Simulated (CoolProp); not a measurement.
Values from CoolProp's reference Helmholtz-energy equation of state, de Reuck 1990.

Q: Give the vapour pressure (bar), liquid density (kg/m³), vapour density (kg/m³), enthalpy of vaporisation (kJ/kg) of saturated fluorine at 113.1, 122.1, 128.9 K.

A: 
```tsv
T (K)	p (bar)	liquid density (kg/m³)	vapour density (kg/m³)	enthalpy of vaporisation (kJ/kg)
113.1	10.9	1280	52.8	140
122.1	18.3	1180	90.7	123
128.9	26.0	1100	135	107
```
